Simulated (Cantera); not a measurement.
Stirred combustor or abatement burner

A perfectly stirred reactor is fed with CH₃OH : O₂ : N₂ : H₂O = 1 : 3.19 : 12 : 0.049 (molar parts), equivalence ratio 0.47, at 0.987 atm; it is adiabatic with a 450 K inlet, and is followed from long to short residence time, starting on the burning branch (τ in s: 0.24, 0.076, 0.024, 0.0075, 0.0023, 0.00073, 0.00023, 7.2e-05, 2.2e-05, 7e-06).

Model: GRI-Mech 3.0 (53 species, 325 reactions), integrated in Cantera. GRI-Mech 3.0 was tuned for natural gas; its chemistry of methanol as a main component is partial and can be far from experiment.

```tsv
τ (s)	T (K)	x CH₃OH	x O₂	x NO	x HO₂	x OH	x NO₂	x H
0.24	1593	4.08e-6	0.101	2.80e-6	2.51e-6	0.000493	1.79e-8	3.27e-6
0.076	1589	8.88e-6	0.101	2.49e-6	5.37e-6	0.000681	1.77e-8	9.26e-6
0.024	1582	1.93e-5	0.101	1.90e-6	1.16e-5	0.000927	1.35e-8	2.59e-5
0.0075	1568	4.33e-5	0.102	1.19e-6	2.53e-5	0.00120	8.27e-9	6.84e-5
0.0023	1533	0.000116	0.104	5.45e-7	6.25e-5	0.00131	4.55e-9	0.000149
0.00073	450	0.0616	0.196	<1e-12	<1e-12	<1e-12	<1e-12	<1e-12
0.00023	450	0.0616	0.196	<1e-12	<1e-12	<1e-12	<1e-12	<1e-12
7.2e-5	450	0.0616	0.196	<1e-12	<1e-12	<1e-12	<1e-12	<1e-12
2.2e-5	450	0.0616	0.196	<1e-12	<1e-12	<1e-12	<1e-12	<1e-12
7.0e-6	450	0.0616	0.196	<1e-12	<1e-12	<1e-12	<1e-12	<1e-12
```
x: mole fraction; the columns are a selection and need not sum to one.
